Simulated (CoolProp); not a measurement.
Methanol along the isotherm 404.2 K: density (kg/m³) from the reference equation and from simpler models built on Tc = 513.4 K, pc = 8.216 MPa, ω = 0.565; each cubic takes its own stable root.

Computed with CoolProp (reference Helmholtz-energy equation of state, de Reuck 1993).

```json
[
 {"p (MPa)": "0.948", "phase": "liquid", "reference": "673.3", "Redlich-Kwong": "___", "Peng-Robinson": "572.5"},
 {"p (MPa)": "1.9", "phase": "liquid", "reference": "___", "Redlich-Kwong": "458.0", "Peng-Robinson": "573.9"},
 {"p (MPa)": "2.84", "phase": "liquid", "reference": "___", "Redlich-Kwong": "460.6", "Peng-Robinson": "575.2"},
 {"p (MPa)": "3.79", "phase": "liquid", "reference": "679.3", "Redlich-Kwong": "463.1", "Peng-Robinson": "576.6"},
 {"p (MPa)": "4.74", "phase": "liquid", "reference": "681.2", "Redlich-Kwong": "465.5", "Peng-Robinson": "577.8"},
 {"p (MPa)": "5.69", "phase": "liquid", "reference": "683.0", "Redlich-Kwong": "467.8", "Peng-Robinson": "___"},
 {"p (MPa)": "6.64", "phase": "liquid", "reference": "___", "Redlich-Kwong": "470.0", "Peng-Robinson": "580.3"},
 {"p (MPa)": "7.58", "phase": "liquid", "reference": "686.6", "Redlich-Kwong": "472.1", "Peng-Robinson": "581.5"},
 {"p (MPa)": "8.53", "phase": "liquid", "reference": "688.3", "Redlich-Kwong": "474.2", "Peng-Robinson": "___"},
 {"p (MPa)": "9.48", "phase": "liquid", "reference": "690.0", "Redlich-Kwong": "476.2", "Peng-Robinson": "583.9"},
 {"p (MPa)": "10.4", "phase": "liquid", "reference": "691.6", "Redlich-Kwong": "___", "Peng-Robinson": "585.0"},
 {"p (MPa)": "11.4", "phase": "liquid", "reference": "693.3", "Redlich-Kwong": "480.0", "Peng-Robinson": "586.2"},
 {"p (MPa)": "12.3", "phase": "liquid", "reference": "694.8", "Redlich-Kwong": "481.8", "Peng-Robinson": "587.2"}
]
```

Problem. Fill in the missing entries.

Solution. 
- 0.948, Redlich-Kwong: 9.850
- 1.9, reference: 675.3
- 2.84, reference: 677.3
- 5.69, Peng-Robinson: 579.1
- 6.64, reference: 684.8
- 8.53, Peng-Robinson: 582.7
- 10.4, Redlich-Kwong: 478.1

At some of these states Redlich-Kwong gives the other phase, because its saturation line lies elsewhere.
